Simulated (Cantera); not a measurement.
An isothermal, constant-pressure homogeneous reactor starts with NO : N2 = 1 : 4.4 (molar parts), at 1850 K and 12000 Pa. Integrator tolerance rtol = 1e-08.

Computed with Cantera and GRI-Mech 3.0 (53 species, 325 reactions).

Task: What does this change do: NO 1 to 0.42 parts?

Result: 
```
quantity                                            before                                     after
----------------  ----------------------------------------  ----------------------------------------
x(NO) at 3.00 s      0.173 (gas-phase equilibrium 0.00347)    0.0842 (gas-phase equilibrium 0.00243)
x(O) at 3.00 s    5.29e-5 (gas-phase equilibrium 0.000169)  2.95e-5 (gas-phase equilibrium 0.000115)
x(N2) at 3.00 s        0.821 (gas-phase equilibrium 0.906)       0.914 (gas-phase equilibrium 0.955)
x(N2O) at 3.00 s   1.22e-5 (gas-phase equilibrium 7.36e-8)   2.95e-6 (gas-phase equilibrium 5.30e-8)
x(NO2) at 3.00 s   2.56e-5 (gas-phase equilibrium 1.79e-6)   7.02e-6 (gas-phase equilibrium 8.55e-7)
x(O2) at 3.00 s     0.00591 (gas-phase equilibrium 0.0908)    0.00145 (gas-phase equilibrium 0.0423)
```

Task: What does this change do: temperature 1850 to 2025 K?

Result: 
```
quantity                                            before                                      after
----------------  ----------------------------------------  -----------------------------------------
x(NO) at 3.00 s      0.173 (gas-phase equilibrium 0.00347)      0.107 (gas-phase equilibrium 0.00575)
x(O) at 3.00 s    5.29e-5 (gas-phase equilibrium 0.000169)  0.000479 (gas-phase equilibrium 0.000702)
x(N2) at 3.00 s        0.821 (gas-phase equilibrium 0.906)        0.854 (gas-phase equilibrium 0.904)
x(N2O) at 3.00 s   1.22e-5 (gas-phase equilibrium 7.36e-8)    4.72e-6 (gas-phase equilibrium 1.20e-7)
x(NO2) at 3.00 s   2.56e-5 (gas-phase equilibrium 1.79e-6)    2.65e-5 (gas-phase equilibrium 2.15e-6)
x(O2) at 3.00 s     0.00591 (gas-phase equilibrium 0.0908)      0.0388 (gas-phase equilibrium 0.0893)
```
